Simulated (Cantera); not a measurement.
Charge: 1 mol Cu, 29 mol CO, held at 13300 Pa.

Cantera equilibrium calculation (NASA polynomials, part measured and part estimated; ideal gas, pure solids and liquids). Candidate condensed phases: C, Cu, CuO, Cu2O; 15 gas species. The numbers say what is thermodynamically allowed, not how fast it happens.

At 1823 K, list the 3 most abundant gas species with their mole fractions, and the condensed phases.

CO 0.995, Cu 0.00528, Cu2 1.12e-5. Condensed: Cu(l).
